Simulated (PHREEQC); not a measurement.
**Copper plating or etch bath (model solution)**

Solution (25 °C): 0.18 mol/kgw CuSO4 and 8.4e-05 mol/kgw KCl. Closed to the air; pH follows from the charge balance.

Equilibrium calculation in PHREEQC: ion-association model, wateq4f.dat.

```json
{
  "pH": "4.45",
  "ionic_strength": "0.347 mol/kgw"
}
```

| species | molality | activity | log γ |
|---|---|---|---|
| CuSO4 | 0.0933 | 0.101 | 0.035 |
| SO4-2 | 0.0866 | 0.0206 | -0.625 |
| Cu+2 | 0.0866 | 0.0241 | -0.556 |
| HSO4- | 0.000103 | 7.12e-5 | -0.161 |
| Cl- | 7.89e-5 | 5.29e-5 | -0.174 |
| K+ | 7.40e-5 | 4.96e-5 | -0.174 |
| Cu2(OH)2+2 | 6.92e-5 | 1.98e-5 | -0.544 |
| H+ | 4.59e-5 | 3.56e-5 | -0.110 |
| KSO4- | 1.00e-5 | 7.16e-6 | -0.147 |
| CuOH+ | 9.93e-6 | 6.72e-6 | -0.169 |
| CuCl+ | 5.06e-6 | 3.43e-6 | -0.169 |
| Cu(OH)2 | 3.62e-7 | 3.92e-7 | 0.035 |

No solid was allowed to form. Saturation is exceeded, for instance for Antlerite, Brochantite; the values hold only as long as no solid forms.
